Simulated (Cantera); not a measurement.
A Cantera script and what it prints.

```python
import numpy as np
import cantera as ct

gas_names = """
    C CH CH2 CH3 CH4 CN C2 C2H C2H2,acetylene C2H2,vinylidene C2H3,vinyl CH3CN C2H4 C2H5 C2H6 CCN CNC
    C2N2 C3 C3H3,propargyl C3H4,allene C3H4,propyne C3H4,cyclo- C3H5,allyl C3H6,propylene C3H6,cyclo-
    C3H7,n-propyl C3H7,i-propyl C3H8 C4 C4H2 C4H4,1,3-cyclo- C4H6,butadiene C4H6,2-butyne C4H6,cyclo-
    C4H8,1-butene C4H8,cis2-buten C4H8,tr2-butene C4H8,isobutene C4H8,cyclo- C4H9,n-butyl C4H9,i-butyl
    C4H9,s-butyl C4H9,t-butyl C4H10,isobutane C4H10,n-butane C4N2 C5 C5H6,1,3cyclo- C5H8,cyclo-
    C5H10,1-pentene C5H10,cyclo- C5H11,pentyl C5H11,t-pentyl C5H12,n-pentane C5H12,i-pentane
    CH3C(CH3)2CH3 C6H2 C6H5,phenyl C6H6 C6H10,cyclo- C6H12,1-hexene C6H12,cyclo- C6H13,n-hexyl
    C7H7,benzyl C7H8 C7H14,1-heptene C7H15,n-heptyl C7H16,n-heptane C8H8,styrene C8H10,ethylbenz
    C8H16,1-octene C8H17,n-octyl C8H18,isooctane C8H18,n-octane C9H19,n-nonyl C10H8,naphthale
    C10H21,n-decyl C12H9,o-bipheny C12H10,bipheny H HCN HCCN HNC H2 N NH NH2 NH3 N2 N2H2 N2H4
""".split()
cond_names = """
    C(gr) C6H6(L) C7H8(L) C8H18(L),n-octa
""".split()


def load(file, names, dense=False):
    # The tables refer to 1 bar. Condensed volumes are neglected.
    table = {s.name: s for s in ct.Species.list_from_file(file)}
    out = []
    for n in names:
        d = dict(table[n].input_data)
        d["thermo"] = dict(d["thermo"], **{"reference-pressure": 1e5})
        if dense:
            d["equation-of-state"] = {"model": "constant-volume", "density": "1e6 g/cm^3"}
        out.append(ct.Species.from_dict(d))
    return out


gas = ct.Solution(thermo="ideal-gas", species=load("nasa_gas.yaml", gas_names))
cond = {s.name: ct.Solution(thermo="fixed-stoichiometry", species=[s], name=s.name)
        for s in load("nasa_condensed.yaml", cond_names, dense=True)}
atoms = {
    'C2H4': {'C': 2, 'H': 4},
    'NH3': {'N': 1, 'H': 3},
    'N2': {'N': 2},
}
top_T = {'C(gr)': 4500}  # K; cautious upper limits of use, not melting points


def equilibrate(T, P, feed):
    n = {}
    for name, mol in feed.items():
        for a, k in atoms[name].items():
            n[a] = n.get(a, 0.0) + k * mol
    gas.TPX = T, P, n
    mass = sum(n.values()) * gas.mean_molecular_weight
    gas.equilibrate("TP")
    valid = [c for c in cond.values() if c.min_temp <= T <= top_T.get(c.name, c.max_temp)]
    mix = ct.Mixture([(gas, mass / gas.mean_molecular_weight)] + [(c, 0.0) for c in valid])
    mix.T, mix.P = T, P
    mix.equilibrate("TP", solver="vcs", rtol=1e-11, max_steps=5000)
    return mix


results = []
feed = {'C2H4': 1, 'NH3': 2.5, 'N2': 18}  # mol
T = 2398.15  # K
P = 10000  # Pa
mix = equilibrate(T, P, feed)
results.append((T, P, feed, dict(zip(mix.species_names, mix.species_moles))))
x = sorted(zip(gas.X, gas.species_names), reverse=True)
print(f"T = {T:g} K  P = {P:g} Pa  gas = {mix.phase_moles(0):.4g} mol")
print("   x: " + "  ".join(f"{s} {v:.3e}" for v, s in x if v > 1e-05))
print("   condensed (mol): " + ("  ".join(f"{mix.phase(i).name} {mix.phase_moles(i):.4g}"
      for i in range(1, mix.n_phases) if mix.phase_moles(i) > 1e-12) or "none"))
```

Result:

```
T = 2398.15 K  P = 10000 Pa  gas = 25.29 mol
   x: N2 7.495e-01  H2 2.031e-01  H 2.247e-02  HCN 2.118e-02  HNC 2.195e-03  C2H2,acetylene 1.404e-03  CN 1.168e-04  C2N2 3.078e-05
   condensed (mol): C(gr) 1.332
```

Equilibrium computed with Cantera from the NASA thermochemical tables; the gas is ideal and each condensed phase is pure.
